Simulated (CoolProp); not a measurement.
Ethylene along the isobar 62.2 bar: density (kg/m³) from the reference equation and from simpler models built on Tc = 9.2 °C, pc = 50.42 bar, ω = 0.087; each cubic takes its own stable root.

Model: reference Helmholtz-energy equation of state, Smukala 2000, in CoolProp.

| T (°C) | phase | reference |
|---|---|---|
| -46.25 | liquid | 486.6 |
| -34.05 | liquid | 463.9 |
| -21.95 | liquid | 438.5 |
| -9.75 | liquid | 407.9 |
| 2.45 | liquid | 367.5 |
| 14.65 | supercritical | 292.2 |
| 26.85 | supercritical | 141.9 |
| 39.05 | supercritical | 110.2 |
| 51.25 | supercritical | 95.11 |

**Question.** How far does each simpler model (Soave-Redlich-Kwong, Peng-Robinson) lie from the reference over these 9 states: mean and median of the absolute difference, and the worst?

**Answer.** 
- Soave-Redlich-Kwong: mean 7.1 %, median 6.3 %, worst -16.2 % at 14.65 °C and 62.2 bar
- Peng-Robinson: mean 4.3 %, median 3.5 %, worst -8.5 % at 14.65 °C and 62.2 bar
